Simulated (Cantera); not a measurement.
Feed: 1 mol HMDSO, 29 mol NO, 13 mol H2, held at 550 K and 0.0240 bar.

Cantera equilibrium calculation (NASA polynomials, part measured and part estimated; ideal gas, pure solids and liquids). Candidate condensed phases: C, C6H6, C7H8, C8H18, H2O, Si, SiC, SiO2, Si2N2O, Si3N4; 151 gas species. The feed counts by its element totals alone. The numbers say what is thermodynamically allowed, not how fast it happens.

Base state: H2O 0.409, N2 0.361, CO2 0.119, H2 0.0803, CH4 0.0297, CO 0.000407, NH3 3.46e-5 (mole fractions); condensed: SiO2(α-quartz).

Question: What changes in the equilibrium state with this change: temperature from 550 K to 748.15 K?

Answer: 
| species | before | after |
|---|---|---|
| N2 | 0.361 | 0.341 |
| H2O | 0.409 | 0.340 |
| H2 | 0.0803 | 0.177 |
| CH4 | 0.0297 | 3.26e-5 |
| CO | 0.000407 | 0.0109 |
| CO2 | 0.119 | 0.130 |
| NH3 | 3.46e-5 | 5.46e-6 |
| SiO2(α-quartz), mol | 2.00 | 2.00 |

Question: What changes in the equilibrium state with this change: pressure from 0.0240 bar to 0.100 bar?

Answer: 
```json
[
 {"species": "H2O", "before": "0.409", "after": "0.435"},
 {"species": "N2", "before": "0.361", "after": "0.368"},
 {"species": "CO2", "before": "0.119", "after": "0.113"},
 {"species": "H2", "before": "0.0803", "after": "0.0443"},
 {"species": "CH4", "before": "0.0297", "after": "0.0397"},
 {"species": "CO", "before": "0.000407", "after": "0.000199"},
 {"species": "NH3", "before": "3.46e-5", "after": "5.97e-5"},
 {"species": "SiO2(α-quartz), mol", "before": "2.00", "after": "2.00"}
]
```
